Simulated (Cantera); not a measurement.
An isothermal, constant-pressure homogeneous reactor starts with C2H6 : N2 = 1 : 140 (molar parts), at 1200 K and 0.0188 atm.

Cantera simulation using GRI-Mech 3.0 (53 species, 325 reactions); the numbers are that mechanism's predictions, not measurements. GRI-Mech 3.0 stops at C3 and has no aromatics, soot or wall deposition, so with more carbon than oxygen in the feed, carbon stays in small species such as C2H2 where larger ones or solid carbon would form. Radical loss at walls, strong at low pressure, is not modelled.

Question: Predict: x(C2H6) at 50.0 s; x(HCN) at 50.0 s; x(C2H2) at 50.0 s; x(C2H4) at 50.0 s; x(CH3) at 50.0 s; x(H2) at 50.0 s.

Answer: 
| Item | Result |
|---|---|
| x(C2H6) at 50.0 s | 4.24e-8 (gas-phase equilibrium 1.42e-10) |
| x(HCN) at 50.0 s | 1.61e-8 (gas-phase equilibrium 0.0117) |
| x(C2H2) at 50.0 s | 0.00540 (gas-phase equilibrium 0.00111) |
| x(C2H4) at 50.0 s | 0.00110 (gas-phase equilibrium 3.54e-6) |
| x(CH3) at 50.0 s | 2.02e-7 (gas-phase equilibrium 1.18e-8) |
| x(H2) at 50.0 s | 0.0114 (gas-phase equilibrium 0.0139) |
